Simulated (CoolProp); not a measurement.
Vapour-liquid equilibrium of R134a (1) + R141b (2) at 9.8 kPa; x and y are mole fractions of (1).

Values from CoolProp's multi-fluid Helmholtz-energy mixture model, Tillner-Roth 1994 and Lemmon 2006; pair parameters Bell 2016.

**Question.** Give the bubble temperature and the first vapour's composition at x = 0.2, 0.5, 0.8. Is there an azeotrope?

**Answer.** x = 0.2: -52.7 °C, y = 0.894; x = 0.5: -61.9 °C, y = 0.962; x = 0.8: -65.0 °C, y = 0.981. No azeotrope shows between x = 0.05 and 0.95.

The pair parameters rest on a limited set of measurements; away from them the model extrapolates.
